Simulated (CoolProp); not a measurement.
Vapour-liquid equilibrium of CH2F2 (R32) (1) + R227EA (2) at 5.45 bar; x and y are mole fractions of (1).

The numbers come from the multi-fluid Helmholtz-energy mixture model, Tillner-Roth 1997 and Lemmon 2016; pair parameters Bell 2016 in CoolProp.

```csv
x,"bubble temperature, mixture model (°C)","bubble temperature, Raoult's law (°C)","y, mixture model","y, Raoult's law"
0.05,26.7,26.8,___,0.163
0.2,___,16.5,0.473,0.490
0.35,6.4,8.6,0.667,0.682
0.5,___,2.4,0.783,0.804
0.65,-4.4,-2.8,___,0.887
0.8,-7.9,-7.1,___,0.945
0.95,-11.0,-10.8,___,0.988
```

### Question
Complete the blanks.

### Answer

- 0.05, y, mixture model: 0.145
- 0.2, bubble temperature, mixture model (°C): 15.2
- 0.5, bubble temperature, mixture model (°C): 0.1
- 0.65, y, mixture model: 0.860
- 0.8, y, mixture model: 0.921
- 0.95, y, mixture model: 0.979

The largest gap from Raoult's law is -2.3 K in bubble temperature, at x = 0.5. No azeotrope shows between x = 0.05 and 0.95.

Pair parameters are fitted to limited data, so mixtures are less certain than the pure fluids.
